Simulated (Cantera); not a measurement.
Charge: 1 mol SiO2, 4.5 mol SiCl4, 6.3 mol H2, 52 mol HCl, equilibrated at 1448 K and 0.810 bar.

These are equilibrium values from Cantera (NASA tables, ideal gas, pure condensed phases), not measurements of a reactor. Candidate condensed phases: H2O, Si, SiO2; 30 gas species. The tables' values for SiCl3 are old estimates; treat these amounts as uncertain. The tables hold silica as quartz up to 1696 K and as liquid above; real silica turns to tridymite and cristobalite and melts near 1996 K. The numbers say what is thermodynamically allowed, not how fast it happens.

Base state: HCl 0.830, H2 0.0981, SiCl4 0.0684, SiCl3 0.00221, SiHCl3 0.000692, SiCl2 0.000263, H2O 5.22e-5, Cl 2.21e-5 (mole fractions); condensed: SiO2(β-quartz).

What changes in the equilibrium state with this change: temperature from 1448 K to 1650 K?


```
species                before    after
-------------------  --------  -------
HCl                     0.830    0.839
H2                     0.0981   0.0898
SiCl4                  0.0684   0.0564
SiO                   8.36e-7  8.82e-5
SiCl2                0.000263  0.00375
SiO2(β-quartz), mol     0.998    0.994
```
